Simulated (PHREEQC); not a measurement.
Dissolve 0.0035 mol/kgw H2SO4, 3.2e-06 mol/kgw H4SiO4 and 3.4e-06 mol/kgw CO2 at 25 °C. Closed to the air; pH follows from the charge balance.

All values are PHREEQC results (ion-association model, phreeqc.dat), not measurements.

```csv
quantity,before,after
pH,2.26,6.04
ionic strength (mol/kgw),0.00848,0.0103
SO4-2 (mol/kgw),0.00249,0.00339
HSO4- (mol/kgw),0.00101,2.20e-7
SI of Quartz (SiO2),-1.51,-1.51
```

Q: Name the change that produced these shifts.
A. CO2 left out
B. diluted 5-fold with water
C. CO2 from 3.4e-06 to 6.8e-06 mol/kgw
D. H2SO4 replaced by K2SO4 at the same molality
E. 0.0014 mol/kgw MnCl2 added

A: D, H2SO4 replaced by K2SO4 at the same molality

No solid was allowed to form.
